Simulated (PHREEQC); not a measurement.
Dissolve 59 mmol/kgw NaHCO3, 5.3 mmol/kgw KOH and 120 mmol/kgw NaCl at 20 °C. Closed to the air; pH follows from the charge balance.

All values are PHREEQC results (ion-association model, wateq4f.dat), not measurements.

Each row changes one thing in this solution. This is a speciation only: nothing precipitates in the calculation.

```csv
case,pH,ionic strength (mol/kgw),HCO3- (mol/kgw),CO3-2 (mol/kgw),NaHCO3 (mol/kgw),NaCO3- (mol/kgw),SI of Nahcolite (NaHCO3),SI of Natron (Na2CO3:10H2O)
as made,8.78,0.182,0.0507,0.00302,0.00269,0.00243,-1.71,-3.30
temperature from 20 to 50 °C,8.23,0.179,0.0503,0.00138,0.00257,0.00432,-1.99,-4.77
NaHCO3 from 0.059 to 0.0885 mol/kgw,8.58,0.209,0.0779,0.00299,0.00465,0.00266,-1.47,-3.21
temperature from 20 to 35 °C,8.49,0.180,0.0506,0.00209,0.00264,0.00344,…,-4.05
temperature from 20 to 15 °C,8.88,0.183,0.0508,0.00334,0.00270,0.00208,-1.66,-3.05
KOH replaced by KHCO3 at the same molality,8.00,0.181,0.0590,0.000576,0.00316,0.000467,-1.64,…
```

Question: Complete the blanks.

Answer: 
- temperature from 20 to 35 °C, SI of Nahcolite (NaHCO3): -1.85
- KOH replaced by KHCO3 at the same molality, SI of Natron (Na2CO3:10H2O): -4.01

Species that the database lacks are ignored. At this temperature some constants are extrapolated from 25 °C, and those without enthalpy data are left unchanged.
